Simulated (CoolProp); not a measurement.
Properties of R1224YDZ along the isobar 0.101 MPa (Tc = 428.7 K, pc = 3.334 MPa, ω = 0.325).

The numbers come from the reference Helmholtz-energy equation of state, Akasaka 2023 in CoolProp.

| T (K) | phase | density (kg/m³) | cp (kJ/(kg K)) | speed of sound (m/s) | expansivity (1/kK) |
|---|---|---|---|---|---|
| 321 | gas | ? | 0.8223 | 135.5 | ? |
| 330.7 | gas | 5.606 | 0.8344 | 137.8 | 3.356 |
| 340.4 | gas | 5.430 | 0.8472 | ? | 3.218 |
| 350.1 | gas | 5.267 | ? | ? | 3.095 |
| 359.8 | gas | 5.114 | 0.8738 | 144.3 | 2.985 |
| 369.5 | gas | 4.970 | ? | 146.4 | 2.885 |
| 379.2 | gas | 4.835 | ? | 148.4 | 2.793 |
| 388.9 | gas | 4.708 | 0.9139 | ? | 2.709 |
| 398.6 | gas | 4.588 | 0.9269 | 152.4 | 2.631 |
| 408.3 | gas | 4.474 | 0.9397 | 154.3 | 2.558 |

Problem. What belongs in the gaps?

Solution. 
- 321, density (kg/m³): 5.796
- 321, expansivity (1/kK): 3.515
- 340.4, speed of sound (m/s): 140.1
- 350.1, cp (kJ/(kg K)): 0.8604
- 350.1, speed of sound (m/s): 142.2
- 369.5, cp (kJ/(kg K)): 0.8873
- 379.2, cp (kJ/(kg K)): 0.9007
- 388.9, speed of sound (m/s): 150.4
